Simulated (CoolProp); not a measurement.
Properties of dry air along the isobar 0.101 MPa (Tc = -140.6 °C, pc = 3.786 MPa, ω = 0.034).

Values from CoolProp's reference Helmholtz-energy equation of state, Lemmon 2000. It is a pseudo-pure fit of the blend.

```json
[
 {"T (°C)": "-178.85", "phase": "gas", "Z": "0.9748", "cp (kJ/(kg K))": "?", "expansivity (1/kK)": "?"},
 {"T (°C)": "-139.45", "phase": "gas", "Z": "0.9912", "cp (kJ/(kg K))": "1.016", "expansivity (1/kK)": "7.680"},
 {"T (°C)": "-100.05", "phase": "gas", "Z": "0.9961", "cp (kJ/(kg K))": "1.009", "expansivity (1/kK)": "5.852"},
 {"T (°C)": "-60.65", "phase": "gas", "Z": "0.9981", "cp (kJ/(kg K))": "1.006", "expansivity (1/kK)": "4.740"},
 {"T (°C)": "-21.25", "phase": "gas", "Z": "0.9991", "cp (kJ/(kg K))": "1.006", "expansivity (1/kK)": "3.988"},
 {"T (°C)": "18.05", "phase": "gas", "Z": "0.9996", "cp (kJ/(kg K))": "1.006", "expansivity (1/kK)": "3.444"},
 {"T (°C)": "57.45", "phase": "gas", "Z": "0.9999", "cp (kJ/(kg K))": "?", "expansivity (1/kK)": "3.031"},
 {"T (°C)": "96.85", "phase": "gas", "Z": "1.000", "cp (kJ/(kg K))": "1.011", "expansivity (1/kK)": "2.706"}
]
```

**Question.** Fill in the missing entries.

**Answer.** 
- -178.85, cp (kJ/(kg K)): 1.050
- -178.85, expansivity (1/kK): 11.44
- 57.45, cp (kJ/(kg K)): 1.008
